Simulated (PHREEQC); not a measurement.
Consider water at 55 °C with 0.115 mol/kgw NaH2PO4. Closed to the air; pH follows from the charge balance.

All values are PHREEQC results (ion-association model, phreeqc.dat), not measurements.

Problem. The ionic strength comes out as 0.116 mol/kgw. What activity coefficients do H+, H2PO4-, NaHPO4-, HPO4-2, Na+ get?

Solution. H+ 0.81, H2PO4- 0.77, NaHPO4- 0.77, HPO4-2 0.34, Na+ 0.77.

This is a speciation only: nothing precipitates in the calculation. Species that the database lacks are ignored. Away from 25 °C the constants follow the database's enthalpies or fits; those with neither stay at their 25 °C values.
